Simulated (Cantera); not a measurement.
Feed: 1 mol Si, 1.1 mol HCl, 0.21 mol H₂, held at 0.240 bar.

Equilibrium computed with Cantera from the NASA thermochemical tables; the gas is ideal and each condensed phase is pure. Candidate condensed phases: Si; 19 gas species. The tables' values for SiCl₃ are old estimates; treat these amounts as uncertain. Equilibrium is a limit: real reactors are often held back by kinetics, nucleation or transport. All values below are at 775 K.

Base state: H₂ 0.711, SiCl₄ 0.218, SiHCl₃ 0.0675, SiH₂Cl₂ 0.00161, HCl 0.00149, SiCl₃ 6.73e-5 (mole fractions); condensed: Si(s).

**Question.** What changes in the equilibrium state with this change: Si replaced by SiCl₄?

**Answer.** 
| species | before | after |
|---|---|---|
| HCl | 0.00149 | 0.476 |
| SiCl₄ | 0.218 | 0.433 |
| H₂ | 0.711 | 0.0909 |
| SiHCl₃ | 0.0675 | 5.34e-5 |
| SiH₂Cl₂ | 0.00161 | <1e-9 |
| SiCl₃ | 6.73e-5 | 1.49e-7 |
| Si(s), mol | 0.707 | 0 |
